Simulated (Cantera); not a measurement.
Cantera run:

```python
import numpy as np
import cantera as ct

gas_names = [...]  # 118 gases of nasa_gas.yaml made of C, Cl, F, H
cond_names = """
    C(gr) C6H6(L) C7H8(L) C8H18(L),n-octa
""".split()


# ... load() reads the species with a 1 bar reference pressure and builds the phases ...
atoms = {
    'CHF3': {'C': 1, 'H': 1, 'F': 3},
    'HCl': {'H': 1, 'CL': 1},
    'H2': {'H': 2},
}
top_T = {'C(gr)': 4500}  # K; cautious upper limits of use, not melting points


# ... equilibrate(T, P, feed) seeds the gas with the atoms and calls Mixture.equilibrate('TP', solver="vcs", rtol=1e-11, max_steps=5000) ...
results = []
feed = {'CHF3': 1, 'HCl': 0.059, 'H2': 0.51}  # mol
P = 27  # Pa
for T in [1123, 1173, 1223, 1273, 1323, 1373, 1423, 1473, 1523, 1573, 1623]:
    mix = equilibrate(T, P, feed)
    results.append((T, P, feed, dict(zip(mix.species_names, mix.species_moles))))

top = {s: max(r[3][s] / sum(r[3][g] for g in gas_names) for r in results) for s in gas_names}
cols = sorted((s for s in top if top[s] > 0.0001), key=lambda s: -top[s])[:9]
seen = [c for c in cond_names if any(r[3].get(c, 0) > 1e-12 for r in results)]
print("log10 of partial pressures in bar; condensed amounts in mol")
print(f"{'T/K':>10s}" + "".join(f"{s[:9]:>10s}" for s in cols + seen))
for T, P, feed, n in results:
    ng = sum(n[g] for g in gas_names)
    print(f"{T:10.4g}" + "".join(f"{np.log10(max(n[s] / ng * P / 1e5, 1e-99)):10.3f}" for s in cols)
          + "".join(f"{n.get(c, 0):10.4g}" for c in seen))
```

It prints:

```
log10 of partial pressures in bar; condensed amounts in mol
       T/K        HF       CF4        CL       HCL       CF2         F       CL2       CF3     CCLF3     C(gr)
      1123    -3.628    -4.552    -6.076    -5.250    -9.928   -10.541    -6.756   -10.577    -7.576    0.7576
      1173    -3.628    -4.556    -5.795    -5.320    -9.371    -9.915    -6.690   -10.128    -7.557    0.7593
      1223    -3.627    -4.561    -5.579    -5.426    -8.861    -9.341    -6.712    -9.717    -7.583    0.7616
      1273    -3.627    -4.567    -5.425    -5.568    -8.392    -8.812    -6.824    -9.339    -7.653    0.7638
      1323    -3.626    -4.571    -5.324    -5.742    -7.959    -8.322    -7.011    -8.990    -7.759    0.7657
      1373    -3.626    -4.575    -5.263    -5.934    -7.558    -7.868    -7.249    -8.666    -7.888    0.7671
      1423    -3.626    -4.578    -5.227    -6.135    -7.185    -7.446    -7.512    -8.364    -8.029    0.7679
      1473    -3.626    -4.580    -5.206    -6.335    -6.838    -7.052    -7.783    -8.084    -8.173    0.7683
      1523    -3.626    -4.583    -5.193    -6.530    -6.514    -6.684    -8.052    -7.822    -8.316    0.7682
      1573    -3.626    -4.588    -5.187    -6.716    -6.212    -6.340    -8.314    -7.579    -8.456    0.7676
      1623    -3.627    -4.597    -5.183    -6.893    -5.932    -6.019    -8.565    -7.353    -8.593    0.7663
```

Method: chemical equilibrium by Gibbs-energy minimisation in Cantera with the NASA 1993 tables (ideal gas, pure condensed phases). Gases not in the tables: C2F6 and larger saturated fluorocarbons.
